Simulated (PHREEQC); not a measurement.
# Copper plating or etch bath: speciation

Solution (25 °C): 0.0038 mol Cu(NO3)2, 8.3e-05 mol HBF4 and 0.0032 mol NaCl per kg of water. Closed to the air; pH follows from the charge balance.

The numbers come from PHREEQC with the ion-association model, wateq4f.dat.

Each row changes one thing in this solution. Precipitation was switched off in this run.

| case | pH | F- (mol/kgw) | HF (mol/kgw) | NaF (mol/kgw) | SI of Halite (NaCl) |
|---|---|---|---|---|---|
| as made | 3.64 | 0.000246 | 7.50e-5 | 3.53e-7 | -6.68 |
| temperature from 25 to 85 °C | 3.75 | 0.000183 | 0.000138 | 2.55e-7 | -6.83 |
| NaCl from 0.0032 to 0.00288 mol/kgw | 3.63 | 0.000246 | 7.51e-5 | 3.18e-7 | -6.77 |
| Cu(NO3)2 replaced by Sr(NO3)2 at the same molality | 3.64 | 0.000254 | [?] | 3.65e-7 | -6.68 |
| HBF4 replaced by NaHF2 at the same molality | [?] | 0.000147 | 1.24e-5 | 2.17e-7 | -6.67 |
| HBF4 from 8.3e-05 to 0.000124 mol/kgw | 3.50 | 0.000338 | 0.000142 | [?] | -6.68 |
| diluted 100-fold with water | [?] | 3.30e-6 | 1.71e-8 | 5.91e-11 | -10.58 |

What belongs in the gaps?


- Cu(NO3)2 replaced by Sr(NO3)2 at the same molality, HF (mol/kgw): 7.70e-5
- HBF4 replaced by NaHF2 at the same molality, pH: 4.19
- HBF4 from 8.3e-05 to 0.000124 mol/kgw, NaF (mol/kgw): 4.85e-7
- diluted 100-fold with water, pH: 5.46

Constants without temperature data keep their 25 °C values here. Real BF4- forms and hydrolyses slowly; the run takes it at equilibrium.
